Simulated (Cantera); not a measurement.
Cantera run, input and output.

```python
import numpy as np
import cantera as ct

gas = ct.Solution("h2o2.yaml")
gas.TPX = 625, 101325, {'H2': 1, 'O2': 0.685, 'N2': 2.58, 'H2O': 1}
flame = ct.FreeFlame(gas, width=0.04)
flame.set_refine_criteria(ratio=3, slope=0.08, curve=0.16)
flame.transport_model = "mixture-averaged"
flame.solve(loglevel=0, auto=True)
z, T = flame.grid, flame.T
thick = (T[-1] - T[0]) / np.gradient(T, z).max()
show = ['H2', 'O2', 'H2O', 'H2O2', 'OH', 'O']
print(f"laminar burning velocity  {flame.velocity[0] * 100:.3f} cm/s")
print(f"burnt temperature         {T[-1]:.1f} K")
print(f"thermal thickness         {thick * 1e3:.4f} mm")
print(f"grid points               {len(z)}")
z0 = z[flame.heat_release_rate.argmax()]
print(f"{'z/mm':>9s}{'T/K':>9s}{'u/(m/s)':>9s}" + "".join(f"{s:>11s}" for s in show))
rows = []
for k in (-3, -2, -1.5, -1, -0.5, -0.25, 0, 0.25, 0.5, 1, 2, 4, 8):
    zz = z0 + k * thick
    rows.append([k * thick, np.interp(zz, z, T), np.interp(zz, z, flame.velocity),
                 *(np.interp(zz, z, flame.X[gas.species_index(s)]) for s in show)])
    print(f"{rows[-1][0] * 1e3:9.3f}{rows[-1][1]:9.1f}{rows[-1][2]:9.3f}" + "".join(f"{x:11.3e}" for x in rows[-1][3:]))
```

It prints:

```
laminar burning velocity  320.294 cm/s
burnt temperature         1934.6 K
thermal thickness         0.4020 mm
grid points               107
     z/mm      T/K  u/(m/s)         H2         O2        H2O       H2O2         OH          O
   -1.206    625.0    3.203  1.899e-01  1.301e-01  1.899e-01  3.013e-11  9.833e-15  2.417e-13
   -0.804    625.0    3.202  1.896e-01  1.302e-01  1.900e-01  9.269e-10  1.104e-12  2.710e-11
   -0.603    625.1    3.200  1.889e-01  1.303e-01  1.902e-01  1.099e-08  2.665e-11  6.505e-10
   -0.402    626.3    3.194  1.854e-01  1.308e-01  1.912e-01  3.083e-07  2.063e-09  3.605e-08
   -0.201    676.2    3.373  1.633e-01  1.321e-01  2.006e-01  2.236e-05  3.764e-05  9.471e-06
   -0.101    886.7    4.316  1.274e-01  1.244e-01  2.310e-01  3.908e-05  5.343e-04  2.273e-04
    0.000   1203.6    5.753  7.718e-02  9.851e-02  2.899e-01  1.383e-05  2.000e-03  1.870e-03
    0.101   1434.1    6.807  3.882e-02  6.915e-02  3.429e-01  5.930e-06  5.407e-03  4.038e-03
    0.201   1564.9    7.400  2.306e-02  5.474e-02  3.678e-01  3.685e-06  8.130e-03  4.614e-03
    0.402   1695.3    7.973  1.492e-02  4.710e-02  3.842e-01  1.926e-06  9.432e-03  3.721e-03
    0.804   1800.2    8.418  9.499e-03  4.352e-02  3.962e-01  1.027e-06  8.568e-03  2.215e-03
    1.608   1869.9    8.705  4.988e-03  4.147e-02  4.054e-01  5.917e-07  6.649e-03  1.091e-03
    3.216   1908.4    8.861  2.173e-03  4.064e-02  4.111e-01  3.389e-07  4.579e-03  4.636e-04
```

Detailed kinetics in Cantera: the H2/O2 subset of GRI-Mech 3.0, which has no nitrogen chemistry. Burning velocities carry a grid error of a few per cent, more on coarse grids.
